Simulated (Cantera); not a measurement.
A perfectly stirred reactor is fed with C2H6 : H2 = 1 : 68 (molar parts), at 750 Torr; it is held at 1625 K, and followed from long to short residence time.

Detailed kinetics in Cantera: GRI-Mech 3.0 (53 species, 325 reactions). GRI-Mech 3.0 stops at C3 and has no aromatics, soot or wall deposition, so with more carbon than oxygen in the feed, carbon stays in small species such as C2H2 where larger ones or solid carbon would form.

One state of this run: x C2H6 = 5.03e-6; x H2 = 0.978; x C2H = 1.80e-9; x C2H2 = 0.00591; x C2H4 = 0.000538; x H = 7.79e-5. x: mole fraction; the columns are a selection and need not sum to one.

Which value of τ (s) does it belong to?
A. 0.0010
B. 0.0072
C. 0.37
D. 0.0027

C, 0.37
